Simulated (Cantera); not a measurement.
A perfectly stirred reactor is fed with C2H6 : N2 = 1 : 32 (molar parts), at 0.257 atm; it is held at 1550 K, and followed from long to short residence time.

Detailed kinetics in Cantera: GRI-Mech 3.0 (53 species, 325 reactions). GRI-Mech 3.0 stops at C3 and has no aromatics, soot or wall deposition, so with more carbon than oxygen in the feed, carbon stays in small species such as C2H2 where larger ones or solid carbon would form.

Question: What does this change do: N2 32 to 4.5 parts?

Answer: 
```json
[
 {"quantity": "x(C2H6) at τ = 0.380 s", "before": "5.72e-5", "after": "0.000203"},
 {"quantity": "x(H2) at τ = 0.380 s", "before": "0.0479", "after": "0.222"},
 {"quantity": "x(H) at τ = 0.380 s", "before": "4.56e-5", "after": "7.04e-5"},
 {"quantity": "x(CH2) at τ = 0.380 s", "before": "8.97e-8", "after": "5.89e-8"},
 {"quantity": "x(CH4) at τ = 0.380 s", "before": "0.00599", "after": "0.0347"},
 {"quantity": "x(C2H6) at τ = 6.90 ms", "before": "0.00143", "after": "0.00533"},
 {"quantity": "x(H2) at τ = 6.90 ms", "before": "0.0369", "after": "0.171"},
 {"quantity": "x(H) at τ = 6.90 ms", "before": "0.000107", "after": "0.000156"},
 {"quantity": "x(CH2) at τ = 6.90 ms", "before": "1.04e-6", "after": "7.13e-7"},
 {"quantity": "x(CH4) at τ = 6.90 ms", "before": "0.00864", "after": "0.0568"}
]
```
